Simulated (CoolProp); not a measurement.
Saturated liquid density (kg/m³) of n-butane: the reference equation beside estimates from Tc = 425.1 K, pc = 3.796 MPa, ω = 0.201. Rackett uses Z = 0.29056 − 0.08775 ω.

The numbers come from the reference Helmholtz-energy equation of state, Bücker 2006 in CoolProp.

```tsv
T (K)	reference	Rackett	Peng-Robinson
195.8	678.0	679.2	706.5
202.8	671.3	672.7	701.0
209.8	664.6	666.2	695.4
216.8	657.9	659.5	689.5
223.8	651.1	652.7	___
230.8	644.2	___	___
237.8	637.3	638.9	670.6
244.8	630.2	___	663.8
251.7	623.2	624.8	656.8
258.7	616.0	617.5	___
265.7	608.7	___	641.9
272.7	601.2	602.5	___
279.7	593.6	594.7	625.6
286.7	585.9	586.8	616.9
293.7	578.0	___	607.9
```

Problem. What belongs in the gaps?

Solution. 
- 223.8, Peng-Robinson: 683.4
- 230.8, Rackett: 645.9
- 230.8, Peng-Robinson: 677.1
- 244.8, Rackett: 631.9
- 258.7, Peng-Robinson: 649.5
- 265.7, Rackett: 610.1
- 272.7, Peng-Robinson: 633.9
- 293.7, Rackett: 578.7

Absolute difference from the reference over all 15 rows, mean and median: Rackett 0.2 and 0.2 %, Peng-Robinson 5.1 and 5.2 %.
